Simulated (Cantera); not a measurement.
## Counterflow diffusion flame

A counterflow diffusion flame at 130000 Pa, nozzles 20 mm apart: fuel side 100 % CH₄ at 600 K, oxidiser side 21.0 % O₂, 79.0 % N₂ at 473 K, fuel mass flux 0.61 times the oxidiser's; mixture-averaged transport, no radiation.

Model: GRI-Mech 3.0 (53 species, 325 reactions), integrated in Cantera. GRI-Mech 3.0 has no aromatics or soot, which form on the fuel side of real flames. The maximum strain rate includes the flame's own expansion and is several times the mean.

| oxidiser flux (kg/m²/s) | max strain (1/s) | mean strain (1/s) | T max (K) | peak x OH | peak x H | peak x NO | peak x CO | peak x C₂H₂ |
|---|---|---|---|---|---|---|---|---|
| 0.33 | 178 | 41.4 | 2154 | 0.00798 | 0.00372 | 0.000297 | 0.0549 | 0.0155 |
| 0.44 | 228 | 55.2 | 2142 | 0.00799 | 0.00388 | 0.000280 | 0.0541 | 0.0146 |
| 0.58 | 291 | 72.7 | 2133 | 0.00805 | 0.00405 | 0.000265 | 0.0536 | 0.0139 |
| 0.78 | 380 | 97.8 | 2122 | 0.00804 | 0.00422 | 0.000245 | 0.0531 | 0.0131 |
| 1 | 476 | 125 | 2112 | 0.00801 | 0.00435 | 0.000226 | 0.0527 | 0.0124 |
| 1.4 | 645 | 176 | 2096 | 0.00788 | 0.00449 | 0.000196 | 0.0523 | 0.0113 |
| 1.9 | 853 | 238 | 2078 | 0.00767 | 0.00457 | 0.000166 | 0.0521 | 0.0103 |
| 2.5 | 1100 | 313 | 2061 | 0.00742 | 0.00461 | 0.000138 | 0.0521 | 0.00943 |
| 3.4 | 1460 | 426 | 2035 | 0.00700 | 0.00456 | 0.000105 | 0.0522 | 0.00822 |
| 4.5 | 1910 | 564 | 2005 | 0.00646 | 0.00438 | 7.42e-5 | 0.0524 | 0.00689 |
x: mole fraction; the columns are a selection and need not sum to one.
